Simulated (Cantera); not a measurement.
## Thermodynamics of silicon carbide growth, feed SiH2Cl2 + C2H2 + H2 + HCl

Charge: 1 mol SiH2Cl2, 0.044 mol C2H2, 210 mol H2, 0.32 mol HCl, at 10000 Pa.

Equilibrium computed with Cantera from the NASA thermochemical tables; the gas is ideal and each condensed phase is pure. Candidate condensed phases: C, C6H6, C7H8, C8H18, Si, SiC; 109 gas species. Mutual solubility and eutectic melting of coexisting phases are not modelled. Gases not in the tables: Si2H6 and higher silanes. The numbers say what is thermodynamically allowed, not how fast it happens.

| T (°C) | x H2 | x HCl | x H | x SiCl2 | x SiH2 | x Si | x SiH | n Si(s) | n SiC(s) | n Si(l) |
|---|---|---|---|---|---|---|---|---|---|---|
| 1100 | 0.989 | 0.0103 | 1.05e-5 | 0.000307 | 2.48e-7 | 3.88e-9 | 6.93e-9 | 0.844 | 0.0876 | 0 |
| 1150 | 0.989 | 0.0103 | 2.09e-5 | 0.000321 | 5.21e-7 | 1.53e-8 | 2.15e-8 | 0.842 | 0.0876 | 0 |
| 1200 | 0.989 | 0.0102 | 3.98e-5 | 0.000333 | 1.04e-6 | 5.47e-8 | 6.19e-8 | 0.840 | 0.0876 | 0 |
| 1250 | 0.989 | 0.0102 | 7.27e-5 | 0.000345 | 1.98e-6 | 1.80e-7 | 1.66e-7 | 0.838 | 0.0876 | 0 |
| 1300 | 0.989 | 0.0102 | 0.000128 | 0.000356 | 3.63e-6 | 5.50e-7 | 4.16e-7 | 0.835 | 0.0876 | 0 |
| 1350 | 0.989 | 0.0102 | 0.000217 | 0.000367 | 6.40e-6 | 1.56e-6 | 9.87e-7 | 0.832 | 0.0876 | 0 |
| 1400 | 0.989 | 0.0102 | 0.000358 | 0.000376 | 1.09e-5 | 4.18e-6 | 2.22e-6 | 0.828 | 0.0877 | 0 |
| 1450 | 0.989 | 0.0102 | 0.000573 | 0.000363 | 1.68e-5 | 9.83e-6 | 4.45e-6 | 0 | 0.0876 | 0.827 |
| 1500 | 0.988 | 0.0102 | 0.000894 | 0.000340 | 2.44e-5 | 2.13e-5 | 8.27e-6 | 0 | 0.0876 | 0.827 |
x: gas mole fraction; n: condensed amount in mol.

From 1100 °C to 1400 °C the condensed part is Si(s) + SiC(s). From 1450 °C to 1500 °C the condensed part is Si(l) + SiC(s). The main Si-bearing gas is SiCl2 throughout. The share of Si in condensed phases is highest at 1100 °C (93.2 %) and lowest at 1500 °C (91.4 %).
